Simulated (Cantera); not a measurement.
Input (Python, Cantera) and output of one run.

```python
import numpy as np
import cantera as ct

gas_names = """
    B BH BH2 BH3 BN BO BO2 B2 B2O B2O2 B2O3 B3O3H3 H HBO HBO2 HNO HNO2 HNO3 HO2 H2 H2O H2O2 H3B3O6 N NH
    NH2 NH3 NH2OH NO NO2 NO3 N2 N2H2 N2H4 N2O O OH O2 O3
""".split()
cond_names = """
    B(b) B(L) BN(s) B2O3(L) B3O3H3(cr) H2O(s) H2O(L)
""".split()


# ... load() reads the species with a 1 bar reference pressure and builds the phases ...
atoms = {
    'B': {'B': 1},
    'H2O': {'H': 2, 'O': 1},
    'N2': {'N': 2},
}
top_T = {'BN(s)': 3200}  # K; cautious upper limits of use, not melting points


# ... equilibrate(T, P, feed) seeds the gas with the atoms and calls Mixture.equilibrate('TP', solver="vcs", rtol=1e-11, max_steps=5000) ...
results = []
feed = {'B': 1, 'H2O': 6.6, 'N2': 7.1}  # mol
T = 1048.15  # K
P = 1333.22  # Pa
mix = equilibrate(T, P, feed)
results.append((T, P, feed, dict(zip(mix.species_names, mix.species_moles))))
x = sorted(zip(gas.X, gas.species_names), reverse=True)
print(f"T = {T:g} K  P = {P:g} Pa  gas = {mix.phase_moles(0):.4g} mol")
print("   x: " + "  ".join(f"{s} {v:.3e}" for v, s in x if v > 0.0001))
print("   condensed (mol): " + ("  ".join(f"{mix.phase(i).name} {mix.phase_moles(i):.4g}"
      for i in range(1, mix.n_phases) if mix.phase_moles(i) > 1e-12) or "none"))
```

Result:

```
T = 1048.15 K  P = 1333.22 Pa  gas = 13.7 mol
   x: N2 5.183e-01  H2O 3.713e-01  H2 1.095e-01  H3B3O6 5.760e-04  HBO2 3.613e-04
   condensed (mol): B2O3(L) 0.4857
```

Equilibrium computed with Cantera from the NASA thermochemical tables; the gas is ideal and each condensed phase is pure. Gases not in the tables: H3BO3.
